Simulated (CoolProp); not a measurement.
Values from CoolProp's reference Helmholtz-energy equation of state, Thol 2015.

For octamethylcyclotetrasiloxane (D4), give the phase and the density (kg/m³), cp (kJ/(kg K)), expansivity (1/kK), fugacity coefficient at 346.85 °C and 0.184 MPa.


- 346.85 °C and 0.184 MPa: gas; density 11.0, cp 2.05, expansivity 1.89, fugacity coefficient 0.962
